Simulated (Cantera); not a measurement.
A closed system holds: 1 mol SiCl4, 2.2 mol HCl, 4 mol H2, at 1350 K and 0.100 bar.

Cantera equilibrium calculation (NASA polynomials, part measured and part estimated; ideal gas, pure solids and liquids). Candidate condensed phases: Si; 19 gas species. The tables' values for SiCl3 are old estimates; treat these amounts as uncertain. Equilibrium is a limit: real reactors are often held back by kinetics, nucleation or transport.

Base state: H2 0.511, HCl 0.353, SiCl4 0.0960, SiCl3 0.0169, SiCl2 0.0148, SiHCl3 0.00796, SiH2Cl2 9.63e-5 (mole fractions); condensed: gas only.

### Question
What changes in the equilibrium state with this change: temperature from 1350 K to 1125 K?

### Answer
```json
[
 {"species": "H2", "before": "0.511", "after": "0.550"},
 {"species": "HCl", "before": "0.353", "after": "0.311"},
 {"species": "SiCl4", "before": "0.0960", "after": "0.133"},
 {"species": "SiCl2", "before": "0.0148", "after": "0.000148"},
 {"species": "SiCl3", "before": "0.0169", "after": "0.00126"},
 {"species": "SiH2Cl2", "before": "9.63e-5", "after": "1.54e-5"},
 {"species": "SiHCl3", "before": "0.00796", "after": "0.00410"}
]
```
